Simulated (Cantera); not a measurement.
An adiabatic, constant-volume homogeneous reactor starts with H₂ : O₂ : N₂ = 1 : 0.455 : 4.23 (molar parts), equivalence ratio 1.1, at 1325 K and 460000 Pa. Integrator tolerance rtol = 1e-08.

Model: GRI-Mech 3.0 (53 species, 325 reactions), integrated in Cantera. The hydrogen kinetics of GRI-Mech 3.0 are dated; newer H2 mechanisms differ, most at raised pressure.

### Question
What does this change do: N2 4.23 to 2.3 parts?

### Answer
```tsv
quantity	before	after
time of steepest temperature rise	11.2 µs	7.24 µs
temperature at 0.400 s	2639 K	2997 K
equilibrium temperature	2639 K	2997 K
x(H₂) at 0.400 s	0.0219 (gas-phase equilibrium 0.0219)	0.0488 (gas-phase equilibrium 0.0488)
x(O₂) at 0.400 s	0.000860 (gas-phase equilibrium 0.000860)	0.00482 (gas-phase equilibrium 0.00482)
x(OH) at 0.400 s	0.00417 (gas-phase equilibrium 0.00417)	0.0179 (gas-phase equilibrium 0.0179)
x(H) at 0.400 s	0.00230 (gas-phase equilibrium 0.00230)	0.0114 (gas-phase equilibrium 0.0114)
x(HO₂) at 0.400 s	7.15e-7 (gas-phase equilibrium 7.15e-7)	6.62e-6 (gas-phase equilibrium 6.62e-6)
```
Above 3000 K some thermodynamic fits are extrapolated.
